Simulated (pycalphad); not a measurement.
# Effect of Al content in Mg-Si-Al

Computed with pycalphad from the COST 507 light-alloy database (1999), at 1 atm. The database dates from 1999; later assessments differ in places, in temperatures and in the compounds included. Amounts are mole fractions of atoms.

```json
[
 {"alloy": "Mg-8.099Si-1.918Al (wt.%)", "liquidus (°C)": "831", "first solid": "MG2SI", "solidus (°C)": "596", "phases at 337 °C": "hcp 0.79, MG2SI 0.21"},
 {"alloy": "Mg-8.084Si-3.828Al (wt.%)", "liquidus (°C)": "826", "first solid": "MG2SI", "solidus (°C)": "552", "phases at 337 °C": "hcp 0.79, MG2SI 0.21"},
 {"alloy": "Mg-8.068Si-5.732Al (wt.%)", "liquidus (°C)": "822", "first solid": "MG2SI", "solidus (°C)": "510", "phases at 337 °C": "hcp 0.79, MG2SI 0.21"},
 {"alloy": "Mg-8.053Si-7.628Al (wt.%)", "liquidus (°C)": "818", "first solid": "MG2SI", "solidus (°C)": "473", "phases at 337 °C": "hcp 0.75, MG2SI 0.21, ALMG_GAMMA 0.04"},
 {"alloy": "Mg-7.933Si-22.54Al (wt.%)", "liquidus (°C)": "801", "first solid": "MG2SI", "solidus (°C)": "436", "phases at 337 °C": "ALMG_GAMMA 0.46, hcp 0.33, MG2SI 0.21"}
]
```

Database names, with the compositions (at.%) that they take in these runs: MG2SI: Mg 67 Si 33; ALMG_GAMMA: Mg 59 Al 40.
